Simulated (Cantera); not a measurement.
A perfectly stirred reactor is fed with CO : H2 : CH4 : O2 : N2 : H2O = 1 : 0.33 : 0.087 : 0.839 : 4.87 : 0.34 (molar parts), at 2.17 atm; it is adiabatic with a 450 K inlet, and is followed from long to short residence time, starting on the burning branch (τ in s: 0.05, 0.024, 0.011, 0.0053, 0.0025, 0.0012, 0.00057, 0.00027, 0.00013, 6.1e-05, 2.9e-05).

Cantera simulation using GRI-Mech 3.0 (53 species, 325 reactions); the numbers are that mechanism's predictions, not measurements.

What does this change do: inlet temperature 450 to 750 K?


```
quantity                                                                       before                                   after
------------------------------------------------  -----------------------------------  --------------------------------------
blow-out, bracketed by the residence times tried  burning at 0.130 ms, out at 61.0 µs  burning at 29.0 µs, the shortest tried
x(CO) at τ = 50.0 ms                                                           0.0100                                  0.0140
x(H2) at τ = 50.0 ms                                                          0.00170                                 0.00214
x(CH4) at τ = 50.0 ms                                                         1.23e-6                                 6.42e-7
x(NO) at τ = 50.0 ms                                                         0.000177                                0.000910
x(H2O) at τ = 50.0 ms                                                           0.121                                   0.119
x(CO) at τ = 1.20 ms                                                           0.0269                                  0.0314
x(H2) at τ = 1.20 ms                                                          0.00504                                 0.00544
x(CH4) at τ = 1.20 ms                                                         1.52e-5                                 9.03e-6
x(NO) at τ = 1.20 ms                                                          4.39e-5                                0.000105
x(H2O) at τ = 1.20 ms                                                           0.114                                   0.112
```

What does this change do: N2 4.87 to 3.7 parts?


| quantity | before | after |
|---|---|---|
| blow-out, bracketed by the residence times tried | burning at 0.130 ms, out at 61.0 µs | burning at 61.0 µs, out at 29.0 µs |
| x(CO) at τ = 50.0 ms | 0.0100 | 0.0161 |
| x(H2) at τ = 50.0 ms | 0.00170 | 0.00243 |
| x(CH4) at τ = 50.0 ms | 1.23e-6 | 6.87e-7 |
| x(NO) at τ = 50.0 ms | 0.000177 | 0.000982 |
| x(H2O) at τ = 50.0 ms | 0.121 | 0.144 |
| x(CO) at τ = 1.20 ms | 0.0269 | 0.0350 |
| x(H2) at τ = 1.20 ms | 0.00504 | 0.00598 |
| x(CH4) at τ = 1.20 ms | 1.52e-5 | 1.03e-5 |
| x(NO) at τ = 1.20 ms | 4.39e-5 | 9.92e-5 |
| x(H2O) at τ = 1.20 ms | 0.114 | 0.136 |
